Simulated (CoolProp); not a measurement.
Vapour-liquid equilibrium of R1234yf (1) + R1234ze(E) (2) at 9.97 bar; x and y are mole fractions of (1).

Model: multi-fluid Helmholtz-energy mixture model, Lemmon 2022 and Thol 2016; pair parameters Bell 2022, in CoolProp.

Task: Give the bubble temperature and the first vapour's composition at x = 0.15, 0.25, 0.75. Is there an azeotrope?

Result: x = 0.15: 321.1 K, y = 0.181; x = 0.25: 319.9 K, y = 0.293; x = 0.75: 314.7 K, y = 0.784. No azeotrope shows between x = 0.05 and 0.95.

Pair parameters are fitted to limited data, so mixtures are less certain than the pure fluids.
